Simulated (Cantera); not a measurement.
Input: 1 mol Si3N4, 0.014 mol H2O, 180 mol H2, 0.017 mol N2O, at 0.00135 Torr.

Equilibrium computed with Cantera from the NASA thermochemical tables; the gas is ideal and each condensed phase is pure. Candidate condensed phases: H2O, Si, SiO2, Si2N2O, Si3N4; 35 gas species. The numbers say what is thermodynamically allowed, not how fast it happens.

x: gas mole fraction; n: condensed amount in mol.

| T (°C) | x H2 | x H | x Si | x N2 | x SiO | x SiH | x Si2 | n Si(s) |
|---|---|---|---|---|---|---|---|---|
| 1127 | 0.985 | 0.00360 | 0.000457 | 0.0111 | 0.000170 | 3.04e-6 | 2.72e-7 | 2.88 |
| 1177 | 0.980 | 0.00698 | 0.00171 | 0.0110 | 0.000169 | 9.02e-6 | 1.51e-6 | 2.65 |
| 1227 | 0.970 | 0.0129 | 0.00585 | 0.0109 | 0.000168 | 2.48e-5 | 7.48e-6 | 1.88 |
| 1277 | 0.950 | 0.0229 | 0.0157 | 0.0108 | 0.000166 | 5.41e-5 | 2.42e-5 | 0 |
| 1327 | 0.934 | 0.0392 | 0.0157 | 0.0107 | 0.000164 | 4.42e-5 | 1.13e-5 | 0 |
| 1377 | 0.909 | ? | 0.0155 | 0.0105 | 0.000162 | ? | ? | 0 |
| 1427 | 0.872 | 0.103 | 0.0152 | 0.0103 | 0.000159 | 2.94e-5 | 2.68e-6 | 0 |
| 1477 | 0.818 | 0.157 | 0.0148 | 0.0100 | 0.000154 | 2.37e-5 | 1.35e-6 | 0 |
| 1527 | ? | ? | 0.0142 | 0.00964 | 0.000148 | ? | ? | 0 |
| 1577 | 0.653 | 0.324 | 0.0134 | 0.00913 | 0.000140 | 1.44e-5 | 3.52e-7 | 0 |
| 1627 | 0.543 | 0.436 | 0.0125 | 0.00853 | 0.000131 | 1.08e-5 | 1.80e-7 | 0 |

**Question.** Complete the blanks.

**Answer.** 
- 1527, x H2: 0.746
- 1527, x H: 0.230
- 1527, x SiH: 1.87e-5
- 1527, x Si2: 6.88e-7
- 1377, x H: 0.0646
- 1377, x SiH: 3.62e-5
- 1377, x Si2: 5.43e-6
